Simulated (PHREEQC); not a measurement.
Make-up at 20 °C: 0.024 mol Pb(NO3)2, 0.011 mol NiCl2, 0.24 mol H2SO4 and 0.11 mol Na2SO4 per kg of water. Closed to the air; pH follows from the charge balance.

Computed with PHREEQC (ion-association model, wateq4f.dat).

Each row changes one thing in this solution. Precipitation was switched off in this run.

| case | pH | ionic strength (mol/kgw) | HSO4- (mol/kgw) | Na+ (mol/kgw) | SO4-2 (mol/kgw) | Cl- (mol/kgw) | SI of Morenosite (NiSO4:7H2O) | SI of Mirabilite (Na2SO4:10H2O) |
|---|---|---|---|---|---|---|---|---|
| as made | 0.77 | 0.533 | 0.259 | 0.208 | 0.0576 | 0.0206 | -2.27 | -2.31 |
| Pb(NO3)2 replaced by KNO3 at the same molality | 0.79 | 0.523 | 0.269 | 0.207 | 0.0622 | 0.0219 | -2.25 | -2.27 |
| H2SO4 replaced by KHSO4 at the same molality | 1.23 | 0.636 | 0.163 | 0.199 | 0.111 | 0.0211 | … | -2.10 |
| diluted 100-fold with water | 2.42 | 0.00971 | 0.000664 | 0.00218 | 0.00270 | 0.000219 | -4.57 | … |
| 0.014 mol/kgw KOH added | 0.79 | 0.537 | 0.255 | 0.207 | 0.0597 | 0.0206 | -2.26 | -2.30 |
| temperature from 20 to 45 °C | 0.83 | 0.503 | 0.283 | 0.210 | 0.0411 | 0.0193 | -2.60 | -3.59 |
| Pb(NO3)2 from 0.024 to 0.0216 mol/kgw | 0.78 | 0.530 | 0.260 | 0.208 | … | 0.0207 | -2.27 | -2.30 |
| NiCl2 from 0.011 to 0.022 mol/kgw | 0.77 | 0.557 | 0.257 | 0.208 | 0.0574 | 0.0410 | -1.98 | -2.32 |

Q: What belongs in the gaps?

A: 
- H2SO4 replaced by KHSO4 at the same molality, SI of Morenosite (NiSO4:7H2O): -2.11
- diluted 100-fold with water, SI of Mirabilite (Na2SO4:10H2O): -6.80
- Pb(NO3)2 from 0.024 to 0.0216 mol/kgw, SO4-2 (mol/kgw): 0.0580

Some of these states are supersaturated (in Anglesite, for instance). At this temperature some constants are extrapolated from 25 °C, and those without enthalpy data are left unchanged.
